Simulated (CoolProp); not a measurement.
The numbers come from the reference Helmholtz-energy equation of state, Zhou 2011 in CoolProp.

Give the vapour pressure (MPa), liquid density (kg/m³), vapour density (kg/m³), liquid cp (kJ/(kg K)) of saturated dimethyl carbonate at 68.05, 122.35 °C.


| T (°C) | p (MPa) | liquid density (kg/m³) | vapour density (kg/m³) | liquid cp (kJ/(kg K)) |
|---|---|---|---|---|
| 68.05 | 0.0475 | 1010 | 1.53 | 1.91 |
| 122.35 | 0.257 | 926 | 7.46 | 2.05 |
